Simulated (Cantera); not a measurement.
Abatement and gas-phase synthesis: SO2 + H2O + O2

Feed: 1 mol SO2, 3 mol H2O, 5.5 mol O2, held at 527 °C.

Equilibrium computed with Cantera from the NASA thermochemical tables; the gas is ideal and each condensed phase is pure. Candidate condensed phases: H2O, H2SO4, S; 19 gas species. The ideal-gas law is rough above about 30 bar. Rates play no part.

```json
[
 {"P (Pa)": "10", "log p O2": "-4.24", "log p H2O": "-4.50", "log p SO3": "-5.66", "log p SO2": "-5.07", "log p H2SO4": "-11.33", "n H2SO4(l)": "0"},
 {"P (Pa)": "200", "log p O2": "-2.95", "log p H2O": "-3.19", "log p SO3": "-3.93", "log p SO2": "-4.00", "log p H2SO4": "-8.30", "n H2SO4(l)": "0"},
 {"P (Pa)": "3900", "log p O2": "-1.66", "log p H2O": "-1.89", "log p SO3": "-2.45", "log p SO2": "-3.15", "log p H2SO4": "-5.51", "n H2SO4(l)": "0"},
 {"P (Pa)": "77000", "log p O2": "-0.37", "log p H2O": "-0.59", "log p SO3": "-1.09", "log p SO2": "-2.45", "log p H2SO4": "-2.86", "n H2SO4(l)": "0"},
 {"P (Pa)": "1500000", "log p O2": "0.93", "log p H2O": "0.67", "log p SO3": "0.11", "log p SO2": "-1.89", "log p H2SO4": "-0.39", "n H2SO4(l)": "0"},
 {"P (Pa)": "30000000", "log p O2": "2.31", "log p H2O": "1.92", "log p SO3": "0.29", "log p SO2": "-2.40", "log p H2SO4": "1.04", "n H2SO4(l)": "0.686"}
]
```
log p: log10 of the partial pressure in bar; n: condensed amount in mol.

From 0.0750 Torr to 11300 Torr nothing is condensed. At 225000 Torr the condensed part is H2SO4(l).
